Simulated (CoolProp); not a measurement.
A closed Brayton cycle with carbon dioxide: compressor inlet 319.15 K and 8.6 MPa, high pressure 23.8 MPa, turbine inlet 895 K, compressor efficiency 0.8, turbine efficiency 0.93, recuperator effectiveness 0.9 (on enthalpy, no pinch check). Each further row changes one setting.

The numbers come from the reference Helmholtz-energy equation of state, Span 1996 in CoolProp.

```json
[
 {"case": "as stated", "thermal efficiency (%)": "36.4", "net work (kJ/kg)": "102", "compressor to turbine work": "0.32", "compressor exit (K)": "396.3", "turbine exit (K)": "763.0"},
 {"case": "turbine inlet 845 K", "thermal efficiency (%)": "34.9", "net work (kJ/kg)": "93.0", "compressor to turbine work": "0.34", "compressor exit (K)": "396.3", "turbine exit (K)": "[?]"},
 {"case": "compressor inlet 329.15 K", "thermal efficiency (%)": "[?]", "net work (kJ/kg)": "[?]", "compressor to turbine work": "0.38", "compressor exit (K)": "[?]", "turbine exit (K)": "763.0"},
 {"case": "high pressure 20.2 MPa", "thermal efficiency (%)": "34.8", "net work (kJ/kg)": "[?]", "compressor to turbine work": "[?]", "compressor exit (K)": "[?]", "turbine exit (K)": "[?]"},
 {"case": "recuperator effectiveness 0.5", "thermal efficiency (%)": "22.6", "net work (kJ/kg)": "102", "compressor to turbine work": "0.32", "compressor exit (K)": "396.3", "turbine exit (K)": "763.0"}
]
```

Task: Complete the blanks.

Result: 
- turbine inlet 845 K, turbine exit (K): 717.7
- compressor inlet 329.15 K, thermal efficiency (%): 35.1
- compressor inlet 329.15 K, net work (kJ/kg): 93.2
- compressor inlet 329.15 K, compressor exit (K): 417.4
- high pressure 20.2 MPa, net work (kJ/kg): 89.1
- high pressure 20.2 MPa, compressor to turbine work: 0.30
- high pressure 20.2 MPa, compressor exit (K): 383.5
- high pressure 20.2 MPa, turbine exit (K): 783.6
